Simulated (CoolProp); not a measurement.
n-heptane along the isotherm 294.85 °C: density (kg/m³) from the reference equation and from simpler models built on Tc = 268.1 °C, pc = 2774 kPa, ω = 0.349; each cubic takes its own stable root.

Model: reference Helmholtz-energy equation of state, Span 2003, in CoolProp. It is a short technical equation, of lower accuracy than the large ones.

| p (kPa) | phase | reference |
|---|---|---|
| 1730 | gas | 46.72 |
| 3470 | supercritical | 167.4 |
| 5200 | supercritical | 346.0 |
| 6930 | supercritical | 389.5 |
| 8670 | supercritical | 414.2 |
| 10400 | supercritical | 431.5 |
| 12100 | supercritical | 444.9 |
| 13900 | supercritical | 456.5 |

**Question.** How far does each simpler model (ideal gas, van der Waals, Redlich-Kwong, Soave-Redlich-Kwong) lie from the reference over these 8 states: mean and median of the absolute difference, and the worst?

**Answer.** 
- ideal gas: mean 48.7 %, median 52.2 %, worst -68.1 % at 294.85 °C and 5200 kPa
- van der Waals: mean 21.9 %, median 26.8 %, worst -27.3 % at 294.85 °C and 13900 kPa
- Redlich-Kwong: mean 8.9 %, median 10.0 %, worst -13.2 % at 294.85 °C and 5200 kPa
- Soave-Redlich-Kwong: mean 11.4 %, median 11.7 %, worst -17.8 % at 294.85 °C and 5200 kPa
